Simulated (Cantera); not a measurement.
An adiabatic, constant-volume homogeneous reactor starts with CO : H2 : O2 : N2 = 1 : 0.39 : 0.348 : 2.3 (molar parts), at 1200 K and 10.0 bar.

Detailed kinetics in Cantera: GRI-Mech 3.0 (53 species, 325 reactions). The hydrogen kinetics of GRI-Mech 3.0 are dated; newer H2 mechanisms differ, most at raised pressure.

One state of this run: T (K) = 2738; P (bar) = 20.9; x CO = 0.168; x H2 = 0.0201; x O2 = 0.000256; x H2O2 = 6.93e-8; x NO = 0.000217. x: mole fraction; the columns are a selection and need not sum to one.

Question: Which value of t (s) does it belong to?
A. 2.07e-5
B. 7.53e-6
C. 5.67e-5
D. 2.74e-6

Answer: C, 5.67e-5
